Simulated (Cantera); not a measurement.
An isothermal, constant-pressure homogeneous reactor starts with NO : N2 = 1 : 6.5 (molar parts), at 1700 K and 23.3 Torr. Integrator tolerance rtol = 1e-08.

Computed with Cantera and GRI-Mech 3.0 (53 species, 325 reactions). Radical loss at walls, strong at low pressure, is not modelled.

Problem. What does this change do: pressure from 23.3 Torr to 1.01 bar?

Solution. 
```csv
quantity,before,after
x(NO) at 100 s,0.121 (gas-phase equilibrium 0.00177),0.0290 (gas-phase equilibrium 0.00177)
x(NO2) at 100 s,1.19e-5 (gas-phase equilibrium 5.46e-7),4.55e-5 (gas-phase equilibrium 3.12e-6)
x(O2) at 100 s,0.00629 (gas-phase equilibrium 0.0657),0.0521 (gas-phase equilibrium 0.0658)
x(N2O) at 100 s,5.23e-6 (gas-phase equilibrium 1.98e-8),4.24e-7 (gas-phase equilibrium 1.13e-7)
x(O) at 100 s,2.31e-5 (gas-phase equilibrium 6.55e-5),1.02e-5 (gas-phase equilibrium 1.15e-5)
x(N2) at 100 s,0.873 (gas-phase equilibrium 0.932),0.919 (gas-phase equilibrium 0.932)
```
